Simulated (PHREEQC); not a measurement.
Solution (25 °C): 0.29 mol/kgw NaHSO4 and 0.35 mol/kgw K2HPO4. It is in equilibrium with CO2 at log p = -3.4 (atm). Otherwise closed; pH follows from the charge balance.

All values are PHREEQC results (ion-association model, phreeqc.dat), not measurements.

```yaml
pH: 5.83
ionic_strength: 1.06 mol/kgw
activity_of_water: 0.975
density: 1.067 g/cm³
total_alkalinity: 60.0 meq/kg
```

| species | molality | activity | log γ |
|---|---|---|---|
| K+ | 0.598 | 0.357 | -0.225 |
| H2PO4- | 0.290 | 0.189 | -0.186 |
| Na+ | 0.251 | 0.184 | -0.134 |
| SO4-2 | 0.162 | 0.0244 | -0.823 |
| KSO4- | 0.0936 | 0.0610 | -0.186 |
| HPO4-2 | 0.0473 | 0.00785 | -0.780 |
| NaSO4- | 0.0345 | 0.0225 | -0.186 |
| KHPO4- | 0.00837 | 0.00546 | -0.186 |

Precipitation was switched off in this run. The ionic strength is past about 0.7 mol/kgw, beyond the range of this activity model, so the values are rough.
